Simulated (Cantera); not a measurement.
**Adiabatic ignition**

An adiabatic, constant-volume homogeneous reactor starts with 1.90 % CH4, 0.436 % C2H6, 0.246 % C3H8, 20.5 % O2, 77.0 % N2, equivalence ratio 0.32, at 1448 K and 1.90 bar.

Computed with Cantera and GRI-Mech 3.0 (53 species, 325 reactions).

| t (s) | T (K) | P (bar) | x CH4 | x C2H6 | x C3H8 | x C2H2 | x C2H | x C2H4 |
|---|---|---|---|---|---|---|---|---|
| 3.00e-6 | 1448 | 1.90 | 0.0190 | 0.00435 | 0.00245 | 1.20e-10 | <1e-12 | 1.08e-5 |
| 8.02e-6 | 1448 | 1.90 | 0.0189 | 0.00433 | 0.00243 | 2.29e-9 | <1e-12 | 4.61e-5 |
| 2.14e-5 | 1447 | 1.90 | 0.0188 | 0.00423 | 0.00233 | 6.90e-8 | <1e-12 | 0.000232 |
| 5.73e-5 | 1465 | 1.93 | 0.0171 | 0.00306 | 0.00149 | 9.82e-6 | 1.66e-10 | 0.00222 |
| 0.000153 | 2239 | 2.97 | <1e-12 | <1e-12 | <1e-12 | <1e-12 | <1e-12 | <1e-12 |
| 0.000410 | 2310 | 3.05 | <1e-12 | <1e-12 | <1e-12 | <1e-12 | <1e-12 | <1e-12 |
| 0.00110 | 2310 | 3.05 | <1e-12 | <1e-12 | <1e-12 | <1e-12 | <1e-12 | <1e-12 |
| 0.00293 | 2309 | 3.05 | <1e-12 | <1e-12 | <1e-12 | <1e-12 | <1e-12 | <1e-12 |
| 0.00783 | 2306 | 3.05 | <1e-12 | <1e-12 | <1e-12 | <1e-12 | <1e-12 | <1e-12 |
| 0.0209 | 2300 | 3.04 | <1e-12 | <1e-12 | <1e-12 | <1e-12 | <1e-12 | <1e-12 |
| 0.0560 | 2290 | 3.02 | <1e-12 | <1e-12 | <1e-12 | <1e-12 | <1e-12 | <1e-12 |
| 0.150 | 2282 | 3.01 | <1e-12 | <1e-12 | <1e-12 | <1e-12 | <1e-12 | <1e-12 |
| 0.400 | 2281 | 3.01 | <1e-12 | <1e-12 | <1e-12 | <1e-12 | <1e-12 | <1e-12 |
x: mole fraction; the columns are a selection and need not sum to one.

```
Property                                                           Value
---------------------------------  -------------------------------------
time of steepest temperature rise                                92.8 µs
temperature at 0.400 s                                            2281 K
equilibrium temperature                                           2281 K
x(CH4) at 0.400 s                  <1e-12 (gas-phase equilibrium <1e-12)
x(C2H6) at 0.400 s                 <1e-12 (gas-phase equilibrium <1e-12)
x(C3H8) at 0.400 s                 <1e-12 (gas-phase equilibrium <1e-12)
```
